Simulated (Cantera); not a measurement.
Cantera run:

```python
import numpy as np
import cantera as ct

gas_names = """
    F F2 N NF NF2 NF3 N2 Si SiF SiF2 SiF3 SiF4 SiN Si2 Si2N Si3
""".split()
cond_names = """
    Si(cr) Si(L) Si3N4(a)
""".split()


# ... load() reads the species with a 1 bar reference pressure and builds the phases ...
atoms = {
    'Si': {'Si': 1},
    'NF3': {'N': 1, 'F': 3},
}
top_T = {'Si3N4(a)': 2400}  # K; cautious upper limits of use, not melting points


# ... equilibrate(T, P, feed) seeds the gas with the atoms and calls Mixture.equilibrate('TP', solver="vcs", rtol=1e-11, max_steps=5000) ...
results = []
T = 773.15  # K
P = 20  # Pa
for m in [0.54, 0.75, 1, 1.4, 2, 2.7, 3.8, 5.2]:
    feed = {'Si': 1, 'NF3': m}  # mol
    mix = equilibrate(T, P, feed)
    results.append((T, P, feed, dict(zip(mix.species_names, mix.species_moles))))

top = {s: max(r[3][s] / sum(r[3][g] for g in gas_names) for r in results) for s in gas_names}
cols = sorted((s for s in top if top[s] > 0.001), key=lambda s: -top[s])[:5]
seen = [c for c in cond_names if any(r[3].get(c, 0) > 1e-12 for r in results)]
print("log10 of partial pressures in bar; condensed amounts in mol")
print(f"{'n(NF3)':>10s}" + "".join(f"{s[:9]:>10s}" for s in cols + seen))
for T, P, feed, n in results:
    ng = sum(n[g] for g in gas_names)
    print(f"{feed['NF3']:10.4g}" + "".join(f"{np.log10(max(n[s] / ng * P / 1e5, 1e-99)):10.3f}" for s in cols)
          + "".join(f"{n.get(c, 0):10.4g}" for c in seen))
```

Output:

```
log10 of partial pressures in bar; condensed amounts in mol
    n(NF3)      SiF4        F2        N2         F       NF3    Si(cr)  Si3N4(a)
      0.54    -3.699   -52.663   -16.514   -28.597   -85.648      0.19     0.135
      0.75    -3.759   -48.718    -4.588   -26.624   -73.767         0    0.1458
         1    -3.859   -48.642    -4.211   -26.586   -73.464         0   0.08333
       1.4    -3.967    -5.317    -4.122    -4.924    -8.433         0         0
         2    -4.216    -4.368    -4.217    -4.449    -7.057         0         0
       2.7    -4.391    -4.209    -4.261    -4.370    -6.841         0         0
       3.8    -4.572    -4.124    -4.294    -4.327    -6.729         0         0
       5.2    -4.729    -4.080    -4.315    -4.305    -6.674         0         0
```

Cantera equilibrium calculation (NASA polynomials, part measured and part estimated; ideal gas, pure solids and liquids). The tables' values for SiF3 are old estimates; treat these amounts as uncertain.
